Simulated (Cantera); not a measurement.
Input: 1 mol Si, a varied amount of HCl, at 950 K and 0.113 Torr.

Equilibrium computed with Cantera from the NASA thermochemical tables; the gas is ideal and each condensed phase is pure. Candidate condensed phases: Si; 19 gas species. Kinetics and transport are ignored.

Problem. What share of the Si ends up in condensed phases as a function of n(HCl) (mol), at 1.6, 2.1, 2.7, 3.5, 4.5, 5.8, 7.5?

Solution. 
```csv
n(HCl) (mol),Si condensed (%),as
1.6,60.7,Si(s)
2.1,48.5,Si(s)
2.7,33.7,Si(s)
3.5,14.1,Si(s)
4.5,0.0,-
5.8,0.0,-
7.5,0.0,-
```
